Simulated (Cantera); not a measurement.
Cantera run:

```python
import numpy as np
import cantera as ct

gas_names = """
    H HNO HNO2 HNO3 HO2 H2 H2O H2O2 N NH NH2 NH3 NH2OH NO NO2 NO3 N2 N2H2 N2H4 N2O O OH O2 O3 Si SiH
    SiH2 SiH3 SiH4 SiN SiO SiO2 Si2 Si2N Si3
""".split()
cond_names = """
    H2O(s) H2O(L) Si(cr) Si(L) SiO2(Lqz) SiO2(hqz) SiO2(L) Si2N2O(s) Si3N4(a)
""".split()


# ... load() reads the species with a 1 bar reference pressure and builds the phases ...
atoms = {
    'Si': {'Si': 1},
    'O2': {'O': 2},
    'N2': {'N': 2},
    'H2O': {'H': 2, 'O': 1},
}
top_T = {'Si2N2O(s)': 2100, 'Si3N4(a)': 2400}  # K; cautious upper limits of use, not melting points


# ... equilibrate(T, P, feed) seeds the gas with the atoms and calls Mixture.equilibrate('TP', solver="vcs", rtol=1e-11, max_steps=5000) ...
results = []
feed = {'Si': 1, 'O2': 0.2, 'N2': 19, 'H2O': 0.0036}  # mol
P = 30000  # Pa
for T in [1498, 1548, 1598, 1648, 1698, 1748, 1798, 1848, 1898, 1948, 1998, 2048, 2098]:
    mix = equilibrate(T, P, feed)
    results.append((T, P, feed, dict(zip(mix.species_names, mix.species_moles))))

top = {s: max(r[3][s] / sum(r[3][g] for g in gas_names) for r in results) for s in gas_names}
cols = sorted((s for s in top if top[s] > 1e-06), key=lambda s: -top[s])[:5]
seen = [c for c in cond_names if any(r[3].get(c, 0) > 1e-12 for r in results)]
print("log10 of partial pressures in bar; condensed amounts in mol")
print(f"{'T/K':>10s}" + "".join(f"{s[:9]:>10s}" for s in cols + seen))
for T, P, feed, n in results:
    ng = sum(n[g] for g in gas_names)
    print(f"{T:10.4g}" + "".join(f"{np.log10(max(n[s] / ng * P / 1e5, 1e-99)):10.3f}" for s in cols)
          + "".join(f"{n.get(c, 0):10.4g}" for c in seen))
```

Result:

```
log10 of partial pressures in bar; condensed amounts in mol
       T/K        N2       SiO        Si        H2         H     Si(L) Si2N2O(s)  Si3N4(a)
      1498    -0.523    -7.357   -10.544    -4.234    -6.882         0    0.4036   0.06427
      1548    -0.523    -6.707    -9.767    -4.234    -6.629         0    0.4036   0.06427
      1598    -0.523    -6.099    -9.040    -4.235    -6.391         0    0.4036   0.06428
      1648    -0.523    -5.528    -8.357    -4.236    -6.168         0    0.4034   0.06433
      1698    -0.523    -4.993    -7.716    -4.237    -5.958         0     0.403   0.06447
      1748    -0.523    -4.489    -7.112    -4.240    -5.761         0    0.4016   0.06493
      1798    -0.523    -4.013    -6.542    -4.243    -5.575         0    0.3976   0.06625
      1848    -0.523    -3.565    -6.003    -4.249    -5.400         0    0.3868   0.06984
      1898    -0.524    -3.140    -5.493    -4.257    -5.235         0    0.3589   0.07909
      1948    -0.526    -2.738    -5.009    -4.269    -5.081         0    0.2901    0.1018
      1998    -0.529    -2.356    -4.549    -4.288    -4.939         0    0.1267    0.1557
      2048    -0.532    -2.205    -4.122    -4.321    -4.810    0.5892         0         0
      2098    -0.532    -2.205    -3.884    -4.346    -4.685    0.5844         0         0
```

Cantera equilibrium calculation (NASA polynomials, part measured and part estimated; ideal gas, pure solids and liquids). N2 is the only nitrogen source here; it is nearly inert below about 1500 K, so the nitride shown seldom forms there in practice. Mutual solubility and eutectic melting of coexisting phases are not modelled. The tables' values for SiN are old estimates; treat these amounts as uncertain.
